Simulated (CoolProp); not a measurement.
Ethylbenzene along the isobar 3.83 MPa: fugacity coefficient from the reference equation and from simpler models built on Tc = 617.1 K, pc = 3.622 MPa, ω = 0.304; each cubic takes its own stable root.

Computed with CoolProp (reference Helmholtz-energy equation of state, Zhou 2012).

```
T (K)          phase  reference  van der Waals  Redlich-Kwong  Soave-Redlich-Kwong  Peng-Robinson
-----  -------------  ---------  -------------  -------------  -------------------  -------------
558.1         liquid     0.3707         0.5132         0.4319               0.3889         0.3744
562.9         liquid     0.3898         0.5264         0.4489               0.4087         0.3935
567.7         liquid     0.4093         0.5395              …               0.4289         0.4129
572.4         liquid     0.4287         0.5523              …               0.4488         0.4321
577.2         liquid     0.4489         0.5653              …               0.4694         0.4520
581.9         liquid     0.4689         0.5780         0.5173               0.4898         0.4717
586.7         liquid     0.4896         0.5909         0.5346               0.5107         0.4919
591.4         liquid     0.5100              …         0.5514               0.5312         0.5117
596.2         liquid     0.5310              …         0.5685               0.5521         0.5319
601           liquid     0.5521         0.6287         0.5853               0.5728         0.5519
605.7         liquid     0.5726         0.6408         0.6015               0.5928         0.5713
610.5         liquid     0.5935         0.6528         0.6177               0.6128         0.5907
615.2         liquid     0.6135         0.6644         0.6330               0.6317         0.6090
620    supercritical     0.6330         0.6756         0.6478               0.6496         0.6264
```

**Question.** Fill in the missing entries.

**Answer.** 
- 567.7, Redlich-Kwong: 0.4661
- 572.4, Redlich-Kwong: 0.4830
- 577.2, Redlich-Kwong: 0.5003
- 591.4, van der Waals: 0.6035
- 596.2, van der Waals: 0.6162
